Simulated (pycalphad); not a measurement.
Source of the numbers: pycalphad with the COST 507 light-alloy database (1999); pressure 1 atm. These are 1990s assessments: newer ones move some temperatures and phases. Amounts are mole fractions of atoms.

Give the equilibrium state of N-64.1B (at.%) at 1227 °C.

BN_HP4, fraction 0.718, with 50.0 B at.%; BETA_RHOMBO_B, fraction 0.282, with 100 B at.%.

Give the equilibrium state of N-64.1B (at.%) at 2227 °C.

BN_HP4, fraction 0.718, with 50.0 B at.%; LIQUID, fraction 0.282, with >99.99 B at.%.

Database names, with the compositions (at.%) that they take in these runs: BN_HP4: N 50 B 50. BETA_RHOMBO_B is β-boron.
